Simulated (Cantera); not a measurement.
An adiabatic, constant-pressure homogeneous reactor starts with CH4 : CO : O2 : N2 = 1 : 0.49 : 3.87 : 14.6 (molar parts), at 1350 K and 0.290 bar.

Computed with Cantera and GRI-Mech 3.0 (53 species, 325 reactions).

x: mole fraction; the columns are a selection and need not sum to one.

| t (s) | T (K) | x CH4 | x CO | x O2 | x H2O2 | x H | x C2H4 | x H2O |
|---|---|---|---|---|---|---|---|---|
| 1.00e-6 | 1350 | 0.0501 | 0.0245 | 0.194 | <1e-12 | 1.28e-10 | <1e-12 | 1.06e-11 |
| 2.43e-6 | 1350 | 0.0501 | 0.0245 | 0.194 | 1.59e-12 | 2.50e-10 | <1e-12 | 1.21e-10 |
| 5.89e-6 | 1350 | 0.0501 | 0.0245 | 0.194 | 9.24e-12 | 4.03e-10 | <1e-12 | 1.06e-9 |
| 1.43e-5 | 1350 | 0.0501 | 0.0245 | 0.194 | 5.25e-11 | 5.19e-10 | <1e-12 | 6.06e-9 |
| 3.47e-5 | 1350 | 0.0501 | 0.0245 | 0.194 | 2.85e-10 | 5.92e-10 | <1e-12 | 2.27e-8 |
| 8.43e-5 | 1350 | 0.0501 | 0.0245 | 0.194 | 1.38e-9 | 7.35e-10 | 1.19e-12 | 7.41e-8 |
| 0.000205 | 1350 | 0.0501 | 0.0245 | 0.194 | 5.36e-9 | … | 2.31e-11 | 2.65e-7 |
| 0.000497 | 1350 | 0.0501 | 0.0245 | 0.194 | 1.43e-8 | … | 4.85e-10 | 1.16e-6 |
| 0.00121 | 1350 | 0.0501 | 0.0245 | 0.194 | 2.48e-8 | … | 1.33e-8 | 6.43e-6 |
| 0.00293 | 1350 | 0.0500 | 0.0245 | 0.194 | 4.16e-8 | … | 5.57e-7 | 5.09e-5 |
| 0.00711 | 1354 | 0.0492 | 0.0246 | 0.193 | 2.91e-7 | … | 2.80e-5 | 0.000679 |
| 0.0173 | 2387 | <1e-12 | 0.00992 | 0.0821 | 7.17e-8 | … | <1e-12 | 0.0913 |
| 0.0419 | 2396 | <1e-12 | 0.00900 | 0.0804 | 7.85e-8 | 0.00136 | <1e-12 | 0.0921 |
| 0.102 | 2390 | <1e-12 | 0.00884 | 0.0783 | 7.67e-8 | 0.00131 | <1e-12 | 0.0924 |
| 0.247 | 2388 | <1e-12 | 0.00875 | 0.0772 | 7.57e-8 | 0.00128 | <1e-12 | 0.0925 |
| 0.600 | 2387 | <1e-12 | 0.00875 | 0.0771 | 7.57e-8 | 0.00128 | <1e-12 | 0.0925 |

What belongs in the gaps?


- 0.000205, x H: 1.13e-9
- 0.000497, x H: 2.32e-9
- 0.00121, x H: 6.84e-9
- 0.00293, x H: 3.46e-8
- 0.00711, x H: 3.58e-7
- 0.0173, x H: 0.00162
